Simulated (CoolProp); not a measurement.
Saturation properties of carbon dioxide (Tc = 31.0 °C, pc = 7377 kPa, ω = 0.224).

Values from CoolProp's reference Helmholtz-energy equation of state, Span 1996.

```json
[
 {"T (°C)": "-40.95", "p (kPa)": "969.8", "liquid density (kg/m³)": "1120", "vapour density (kg/m³)": "25.23", "liquid cp (kJ/(kg K))": "2.007", "liquid viscosity (µPa s)": "196", "vapour viscosity (µPa s)": "11.7"},
 {"T (°C)": "-34.85", "p (kPa)": "1209", "liquid density (kg/m³)": "1096", "vapour density (kg/m³)": "31.38", "liquid cp (kJ/(kg K))": "[?]", "liquid viscosity (µPa s)": "177", "vapour viscosity (µPa s)": "12.0"},
 {"T (°C)": "-28.85", "p (kPa)": "1484", "liquid density (kg/m³)": "1071", "vapour density (kg/m³)": "38.57", "liquid cp (kJ/(kg K))": "2.082", "liquid viscosity (µPa s)": "161", "vapour viscosity (µPa s)": "12.4"},
 {"T (°C)": "-22.85", "p (kPa)": "1802", "liquid density (kg/m³)": "1045", "vapour density (kg/m³)": "47.11", "liquid cp (kJ/(kg K))": "2.135", "liquid viscosity (µPa s)": "146", "vapour viscosity (µPa s)": "12.7"},
 {"T (°C)": "-16.85", "p (kPa)": "2168", "liquid density (kg/m³)": "1017", "vapour density (kg/m³)": "57.23", "liquid cp (kJ/(kg K))": "2.203", "liquid viscosity (µPa s)": "133", "vapour viscosity (µPa s)": "13.1"},
 {"T (°C)": "-10.75", "p (kPa)": "2593", "liquid density (kg/m³)": "986.8", "vapour density (kg/m³)": "[?]", "liquid cp (kJ/(kg K))": "2.294", "liquid viscosity (µPa s)": "120", "vapour viscosity (µPa s)": "13.6"},
 {"T (°C)": "-4.75", "p (kPa)": "3067", "liquid density (kg/m³)": "954.8", "vapour density (kg/m³)": "[?]", "liquid cp (kJ/(kg K))": "2.414", "liquid viscosity (µPa s)": "109", "vapour viscosity (µPa s)": "14.1"},
 {"T (°C)": "1.25", "p (kPa)": "3602", "liquid density (kg/m³)": "919.9", "vapour density (kg/m³)": "101.6", "liquid cp (kJ/(kg K))": "2.583", "liquid viscosity (µPa s)": "98.2", "vapour viscosity (µPa s)": "14.7"},
 {"T (°C)": "7.25", "p (kPa)": "4203", "liquid density (kg/m³)": "880.8", "vapour density (kg/m³)": "123.4", "liquid cp (kJ/(kg K))": "2.835", "liquid viscosity (µPa s)": "88.1", "vapour viscosity (µPa s)": "15.4"}
]
```

**Question.** Complete the blanks.

**Answer.** 
- -34.85, liquid cp (kJ/(kg K)): 2.040
- -10.75, vapour density (kg/m³): 69.51
- -4.75, vapour density (kg/m³): 84.02

Viscosity comes from a separate model (Laesecke 2017).
